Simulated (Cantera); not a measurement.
# Ignition delay

Mixture: 19.2 % CH₃OH, 17.0 % O₂, 63.8 % N₂, equivalence ratio 1.7, at 2700000 Pa, adiabatic and at constant volume. Ignition delay is the time to a rise of 400 K.

Detailed kinetics in Cantera: GRI-Mech 3.0 (53 species, 325 reactions). GRI-Mech 3.0 was tuned for natural gas; its chemistry of methanol as a main component is partial and can be far from experiment. The pressure lies above the range GRI-Mech 3.0 was tuned for (to about 10 atm).

```tsv
T0 (K)	delay (ms)
1048	12.8
1123	2.68
1198	0.679
1273	0.203
1348	0.0700
1423	0.0273
1498	0.0119
```

```json
{
 "apparent activation energy between 1348 and 1498 K": "200 kJ/mol"
}
```
